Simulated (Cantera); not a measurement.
# Ammonia decomposition in nitride growth gas

An isothermal, constant-pressure homogeneous reactor starts with NH3 : H2 = 1 : 1.7 (molar parts), at 1725 K and 0.365 atm.

Detailed kinetics in Cantera: the gas-phase N/H chemistry of the illustrative SiF4/NH3 mechanism in the Surface Chemkin manual (1991). Walls and surfaces, which speed up NH3 decomposition in real reactors, are not modelled.

```json
[
 {"t (s)": "2.00e-6", "x NH3": "0.370", "x H2": "0.630", "x N2": "<1e-12", "x N2H4": "<1e-12", "x H": "7.47e-8", "x N": "<1e-12", "x N2H2": "<1e-12"},
 {"t (s)": "7.29e-6", "x NH3": "0.370", "x H2": "0.630", "x N2": "<1e-12", "x N2H4": "<1e-12", "x H": "2.63e-7", "x N": "<1e-12", "x N2H2": "<1e-12"},
 {"t (s)": "2.65e-5", "x NH3": "0.370", "x H2": "0.630", "x N2": "<1e-12", "x N2H4": "4.09e-12", "x H": "9.50e-7", "x N": "<1e-12", "x N2H2": "1.41e-11"},
 {"t (s)": "9.67e-5", "x NH3": "0.370", "x H2": "0.630", "x N2": "1.85e-10", "x N2H4": "6.07e-11", "x H": "3.45e-6", "x N": "2.27e-12", "x N2H2": "3.12e-10"},
 {"t (s)": "0.000352", "x NH3": "0.370", "x H2": "0.630", "x N2": "3.37e-8", "x N2H4": "8.25e-10", "x H": "1.25e-5", "x N": "1.15e-10", "x N2H2": "5.11e-9"},
 {"t (s)": "0.00128", "x NH3": "0.370", "x H2": "0.630", "x N2": "3.02e-6", "x N2H4": "1.00e-8", "x H": "4.35e-5", "x N": "4.77e-9", "x N2H2": "7.64e-8"},
 {"t (s)": "0.00468", "x NH3": "0.370", "x H2": "0.630", "x N2": "9.98e-5", "x N2H4": "4.04e-8", "x H": "8.74e-5", "x N": "3.76e-8", "x N2H2": "3.74e-7"},
 {"t (s)": "0.0170", "x NH3": "0.368", "x H2": "0.631", "x N2": "0.000640", "x N2H4": "4.23e-8", "x H": "8.99e-5", "x N": "4.05e-8", "x N2H2": "3.94e-7"},
 {"t (s)": "0.0620", "x NH3": "0.363", "x H2": "0.634", "x N2": "0.00259", "x N2H4": "4.14e-8", "x H": "9.08e-5", "x N": "4.05e-8", "x N2H2": "3.86e-7"},
 {"t (s)": "0.226", "x NH3": "0.345", "x H2": "0.646", "x N2": "0.00937", "x N2H4": "3.86e-8", "x H": "9.41e-5", "x N": "4.06e-8", "x N2H2": "3.58e-7"},
 {"t (s)": "0.823", "x NH3": "0.287", "x H2": "0.682", "x N2": "0.0302", "x N2H4": "3.01e-8", "x H": "0.000105", "x N": "4.06e-8", "x N2H2": "2.76e-7"},
 {"t (s)": "3.00", "x NH3": "0.164", "x H2": "0.760", "x N2": "0.0752", "x N2H4": "1.37e-8", "x H": "0.000138", "x N": "3.90e-8", "x N2H2": "1.25e-7"}
]
```
x: mole fraction; the columns are a selection and need not sum to one.

Equilibrium at this temperature and pressure: NH3 3.72e-6, H2 0.865, N2 0.135, N2H4 <1e-12, H 0.000286, N 5.47e-12, N2H2 <1e-12 (gas phase only).
